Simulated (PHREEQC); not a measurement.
## Alkaline etch or developer: speciation

Solution (25 °C): 0.0085 mol/kgw NaOH, 0.015 mol/kgw Na2SiO3 and 0.015 mol/kgw (CH3)4NCl. Closed to the air; pH follows from the charge balance.

Equilibrium calculation in PHREEQC: ion-association model, phreeqc.dat.

Each row changes one thing in this solution. This is a speciation only: nothing precipitates in the calculation.

```
case                                   pH  ionic strength (mol/kgw)  H3SiO4- (mol/kgw)  H2SiO4-2 (mol/kgw)  H4SiO4 (mol/kgw)  SI of Quartz (SiO2)
----------------------------------  -----  ------------------------  -----------------  ------------------  ----------------  -------------------
as made                             12.22                    0.0560             0.0124             0.00251           4.03e-5                -0.41
temperature from 25 to 30 °C        12.06                    0.0559             0.0125             0.00241                 …                -0.39
diluted 100-fold with water             …                  0.000535                  …                   …           3.08e-5                -0.53
diluted 5-fold with water           11.61                    0.0108            0.00285                   …           4.22e-5                -0.39
(CH3)4NCl left out                  12.24                    0.0409             0.0125             0.00244           4.05e-5                -0.41
NaOH from 0.0085 to 0.0425 mol/kgw  12.60                    0.0927            0.00979             0.00519           1.27e-5                -0.91
```

### Question
Some entries are withheld; supply them.

### Answer

- temperature from 25 to 30 °C, H4SiO4 (mol/kgw): 4.95e-5
- diluted 100-fold with water, pH: 10.41
- diluted 100-fold with water, H3SiO4- (mol/kgw): 0.000119
- diluted 100-fold with water, H2SiO4-2 (mol/kgw): 2.24e-7
- diluted 5-fold with water, H2SiO4-2 (mol/kgw): 0.000108

Species that the database lacks are ignored. (CH3)4N+ isn't in the database: it is added as a free cation with an ion size of 4 Å.
